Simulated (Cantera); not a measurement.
Charge: 1 mol HgO, 0.08 mol H2, 80 mol N2, held at 1327 °C and 13.3 mbar.

Equilibrium computed with Cantera from the NASA thermochemical tables; the gas is ideal and each condensed phase is pure. Candidate condensed phases: H2O, Hg, HgO; 25 gas species. Equilibrium is a limit: real reactors are often held back by kinetics, nucleation or transport.

Base state: N2 0.981, Hg 0.0123, O2 0.00546, H2O 0.000970, NO 0.000348, OH 2.06e-5 (mole fractions); condensed: gas only.

### Question
What changes in the equilibrium state with this change: HgO replaced by Pb?

### Answer
```
species    before     after
-------  --------  --------
N2          0.981     0.987
Pb              0    0.0123
H2        7.54e-7  0.000979
Hg         0.0123         0
O2        0.00546         0
H2O      0.000970         0
NO       0.000348         0
```
Further candidate phases: Pb.
